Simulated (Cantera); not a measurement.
# Thermodynamics of fluorocarbon and chlorocarbon gases, feed C₂F₆ + H₂

Feed: 1 mol C₂F₆, 0.89 mol H₂, at 1330 Pa.

Equilibrium computed with Cantera from the NASA thermochemical tables; the gas is ideal and each condensed phase is pure. Candidate condensed phases: C, C₆H₆, C₇H₈, C₈H₁₈; 95 gas species. The feed counts by its element totals alone. Gases not in the tables: C₂F₆ and larger saturated fluorocarbons. Rates play no part.

```csv
T (K),log p HF,log p CF₄,log p CF₂,log p F,log p CF₃,log p CF,log p H,n C(graphite)
973,-2.08,-2.30,-10.83,-12.24,-10.53,<-13,<-13,0.945
1073,-2.08,-2.30,-9.42,-10.66,-9.39,<-13,-13.55,0.945
1173,-2.08,-2.30,-8.25,-9.35,-8.44,<-13,-12.45,0.945
1273,-2.08,-2.30,-7.26,-8.25,-7.64,-13.08,-11.52,0.945
1373,-2.08,-2.30,-6.42,-7.30,-6.96,-11.63,-10.73,0.945
1473,-2.08,-2.30,-5.70,-6.48,-6.38,-10.37,-10.04,0.945
1573,-2.08,-2.31,-5.07,-5.77,-5.87,-9.28,-9.43,0.944
1673,-2.08,-2.31,-4.52,-5.14,-5.42,-8.32,-8.90,0.942
1773,-2.08,-2.31,-4.03,-4.58,-5.02,-7.47,-8.42,0.936
1873,-2.08,-2.33,-3.60,-4.09,-4.68,-6.71,-8.00,0.921
1973,-2.09,-2.36,-3.23,-3.65,-4.38,-6.04,-7.62,0.890
2073,-2.11,-2.42,-2.91,-3.26,-4.15,-5.44,-7.27,0.830
2173,-2.15,-2.56,-2.66,-2.93,-3.99,-4.92,-6.96,0.738
```
log p: log10 of the partial pressure in bar; n: condensed amount in mol.

From 973 K to 2173 K the condensed part is C(graphite). The main C-bearing gas is CF₄ throughout.
